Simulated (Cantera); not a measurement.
An adiabatic, constant-pressure homogeneous reactor starts with H2 : O2 : N2 = 1 : 1.06 : 4 (molar parts), equivalence ratio 0.47, at 1523 K and 2930 Torr. Integrator tolerance rtol = 1e-08.

Model: the H2/O2 subset of GRI-Mech 3.0, which has no nitrogen chemistry, integrated in Cantera. The hydrogen kinetics of GRI-Mech 3.0 are dated; newer H2 mechanisms differ, most at raised pressure.

What does this change do: initial temperature 1523 to 1550 K?


```tsv
quantity	before	after
time of steepest temperature rise	3.52 µs	3.23 µs
temperature at 0.900 s	2574 K	2592 K
equilibrium temperature	2574 K	2592 K
x(H2) at 0.900 s	0.00234 (gas-phase equilibrium 0.00234)	0.00253 (gas-phase equilibrium 0.00253)
x(O2) at 0.900 s	0.0963 (gas-phase equilibrium 0.0963)	0.0961 (gas-phase equilibrium 0.0961)
x(H) at 0.900 s	0.000851 (gas-phase equilibrium 0.000851)	0.000956 (gas-phase equilibrium 0.000956)
x(OH) at 0.900 s	0.0138 (gas-phase equilibrium 0.0138)	0.0145 (gas-phase equilibrium 0.0145)
x(HO2) at 0.900 s	1.75e-5 (gas-phase equilibrium 1.75e-5)	1.83e-5 (gas-phase equilibrium 1.83e-5)
x(O) at 0.900 s	0.00326 (gas-phase equilibrium 0.00326)	0.00355 (gas-phase equilibrium 0.00355)
```
